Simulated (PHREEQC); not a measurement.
Solution A (0.062 mol/kgw CuCl2 and 7.9e-05 mol/kgw FeCl3) is mixed with solution B (0.015 mol/kgw H3PO4, 0.0015 mol/kgw K2HPO4 and 8.4e-05 mol/kgw H3AsO4) at 25 °C; shares are by mass of water, 1 kg in all. Oxygen alone is held at its pressure in air (log pO2 = -0.68). No CO2 enters from the air. Names ending in (a), (am) or -a are amorphous solids. Only these solids could form: Fe(OH)3(a), Strengite, Tenorite, Atacamite, Cu3(PO4)2:3H2O, Scorodite, Cu3(AsO4)2:6w.

All values are PHREEQC results (ion-association model, wateq4f.dat), not measurements.

```json
[
 {"share of solution B": "0", "pH": "3.90", "Strengite (mol)": "0", "Fe(OH)3(a) (mol)": "2.23e-5", "Cu+2 (mol/kgw)": "0.0558", "H2PO4- (mol/kgw)": "0", "H3AsO4 (mol/kgw)": "0", "Fe(OH)2+ (mol/kgw)": "2.79e-5"},
 {"share of solution B": "0.05", "pH": "3.20", "Strengite (mol)": "7.50e-5", "Fe(OH)3(a) (mol)": "0", "Cu+2 (mol/kgw)": "0.0532", "H2PO4- (mol/kgw)": "0.000702", "H3AsO4 (mol/kgw)": "3.51e-7", "Fe(OH)2+ (mol/kgw)": "7.55e-10"},
 {"share of solution B": "0.1", "pH": "2.97", "Strengite (mol)": "7.10e-5", "Fe(OH)3(a) (mol)": "0", "Cu+2 (mol/kgw)": "0.0506", "H2PO4- (mol/kgw)": "0.00141", "H3AsO4 (mol/kgw)": "1.14e-6", "Fe(OH)2+ (mol/kgw)": "3.72e-10"},
 {"share of solution B": "0.15", "pH": "2.83", "Strengite (mol)": "6.69e-5", "Fe(OH)3(a) (mol)": "0", "Cu+2 (mol/kgw)": "0.0480", "H2PO4- (mol/kgw)": "0.00207", "H3AsO4 (mol/kgw)": "2.25e-6", "Fe(OH)2+ (mol/kgw)": "2.52e-10"},
 {"share of solution B": "0.2", "pH": "2.73", "Strengite (mol)": "6.28e-5", "Fe(OH)3(a) (mol)": "0", "Cu+2 (mol/kgw)": "0.0453", "H2PO4- (mol/kgw)": "0.00269", "H3AsO4 (mol/kgw)": "3.61e-6", "Fe(OH)2+ (mol/kgw)": "1.92e-10"},
 {"share of solution B": "0.25", "pH": "?", "Strengite (mol)": "5.87e-5", "Fe(OH)3(a) (mol)": "0", "Cu+2 (mol/kgw)": "0.0427", "H2PO4- (mol/kgw)": "0.00327", "H3AsO4 (mol/kgw)": "5.17e-6", "Fe(OH)2+ (mol/kgw)": "1.57e-10"},
 {"share of solution B": "0.3", "pH": "2.60", "Strengite (mol)": "5.46e-5", "Fe(OH)3(a) (mol)": "0", "Cu+2 (mol/kgw)": "0.0400", "H2PO4- (mol/kgw)": "0.00382", "H3AsO4 (mol/kgw)": "6.90e-6", "Fe(OH)2+ (mol/kgw)": "1.33e-10"},
 {"share of solution B": "0.35", "pH": "2.55", "Strengite (mol)": "5.05e-5", "Fe(OH)3(a) (mol)": "0", "Cu+2 (mol/kgw)": "0.0373", "H2PO4- (mol/kgw)": "0.00435", "H3AsO4 (mol/kgw)": "8.77e-6", "Fe(OH)2+ (mol/kgw)": "1.16e-10"},
 {"share of solution B": "0.4", "pH": "?", "Strengite (mol)": "4.64e-5", "Fe(OH)3(a) (mol)": "0", "Cu+2 (mol/kgw)": "0.0346", "H2PO4- (mol/kgw)": "0.00485", "H3AsO4 (mol/kgw)": "1.08e-5", "Fe(OH)2+ (mol/kgw)": "?"},
 {"share of solution B": "0.45", "pH": "2.47", "Strengite (mol)": "4.23e-5", "Fe(OH)3(a) (mol)": "0", "Cu+2 (mol/kgw)": "?", "H2PO4- (mol/kgw)": "0.00533", "H3AsO4 (mol/kgw)": "1.29e-5", "Fe(OH)2+ (mol/kgw)": "9.23e-11"},
 {"share of solution B": "0.5", "pH": "2.44", "Strengite (mol)": "3.82e-5", "Fe(OH)3(a) (mol)": "0", "Cu+2 (mol/kgw)": "0.0291", "H2PO4- (mol/kgw)": "0.00579", "H3AsO4 (mol/kgw)": "1.51e-5", "Fe(OH)2+ (mol/kgw)": "8.39e-11"},
 {"share of solution B": "0.55", "pH": "2.41", "Strengite (mol)": "3.41e-5", "Fe(OH)3(a) (mol)": "0", "Cu+2 (mol/kgw)": "0.0263", "H2PO4- (mol/kgw)": "0.00623", "H3AsO4 (mol/kgw)": "1.74e-5", "Fe(OH)2+ (mol/kgw)": "7.69e-11"},
 {"share of solution B": "0.6", "pH": "?", "Strengite (mol)": "3.00e-5", "Fe(OH)3(a) (mol)": "0", "Cu+2 (mol/kgw)": "0.0235", "H2PO4- (mol/kgw)": "0.00666", "H3AsO4 (mol/kgw)": "1.98e-5", "Fe(OH)2+ (mol/kgw)": "7.09e-11"},
 {"share of solution B": "0.65", "pH": "2.36", "Strengite (mol)": "2.59e-5", "Fe(OH)3(a) (mol)": "0", "Cu+2 (mol/kgw)": "0.0207", "H2PO4- (mol/kgw)": "0.00706", "H3AsO4 (mol/kgw)": "2.23e-5", "Fe(OH)2+ (mol/kgw)": "6.57e-11"},
 {"share of solution B": "0.7", "pH": "2.34", "Strengite (mol)": "2.19e-5", "Fe(OH)3(a) (mol)": "0", "Cu+2 (mol/kgw)": "0.0178", "H2PO4- (mol/kgw)": "0.00745", "H3AsO4 (mol/kgw)": "2.49e-5", "Fe(OH)2+ (mol/kgw)": "6.12e-11"},
 {"share of solution B": "0.75", "pH": "2.32", "Strengite (mol)": "1.78e-5", "Fe(OH)3(a) (mol)": "0", "Cu+2 (mol/kgw)": "0.0149", "H2PO4- (mol/kgw)": "0.00783", "H3AsO4 (mol/kgw)": "2.76e-5", "Fe(OH)2+ (mol/kgw)": "5.71e-11"},
 {"share of solution B": "0.8", "pH": "2.30", "Strengite (mol)": "1.38e-5", "Fe(OH)3(a) (mol)": "0", "Cu+2 (mol/kgw)": "0.0120", "H2PO4- (mol/kgw)": "0.00818", "H3AsO4 (mol/kgw)": "3.03e-5", "Fe(OH)2+ (mol/kgw)": "5.33e-11"},
 {"share of solution B": "0.85", "pH": "2.28", "Strengite (mol)": "9.80e-6", "Fe(OH)3(a) (mol)": "0", "Cu+2 (mol/kgw)": "0.00906", "H2PO4- (mol/kgw)": "0.00851", "H3AsO4 (mol/kgw)": "3.32e-5", "Fe(OH)2+ (mol/kgw)": "4.99e-11"},
 {"share of solution B": "0.9", "pH": "2.27", "Strengite (mol)": "5.84e-6", "Fe(OH)3(a) (mol)": "0", "Cu+2 (mol/kgw)": "0.00609", "H2PO4- (mol/kgw)": "?", "H3AsO4 (mol/kgw)": "3.62e-5", "Fe(OH)2+ (mol/kgw)": "?"},
 {"share of solution B": "0.95", "pH": "2.25", "Strengite (mol)": "1.93e-6", "Fe(OH)3(a) (mol)": "0", "Cu+2 (mol/kgw)": "0.00307", "H2PO4- (mol/kgw)": "0.00909", "H3AsO4 (mol/kgw)": "3.94e-5", "Fe(OH)2+ (mol/kgw)": "4.32e-11"},
 {"share of solution B": "1", "pH": "2.24", "Strengite (mol)": "0", "Fe(OH)3(a) (mol)": "0", "Cu+2 (mol/kgw)": "0", "H2PO4- (mol/kgw)": "0.00930", "H3AsO4 (mol/kgw)": "4.29e-5", "Fe(OH)2+ (mol/kgw)": "0"}
]
```

Task: What belongs in the gaps?

Result: 
- 0.25, pH: 2.66
- 0.4, pH: 2.50
- 0.4, Fe(OH)2+ (mol/kgw): 1.03e-10
- 0.45, Cu+2 (mol/kgw): 0.0318
- 0.6, pH: 2.38
- 0.9, H2PO4- (mol/kgw): 0.00882
- 0.9, Fe(OH)2+ (mol/kgw): 4.65e-11

Strengite forms slowly in practice; the run takes equilibrium as reached. Species that the database lacks are ignored. The database's scorodite may be far more soluble than the real mineral, and it has no iron arsenate complexes; the constant wasn't checked at its source. H3PO4, which wateq4f.dat lacks, is added to it with the constant of phreeqc.dat. The database has no phosphate complexes of Cu. The database has no arsenate complexes of Cu.
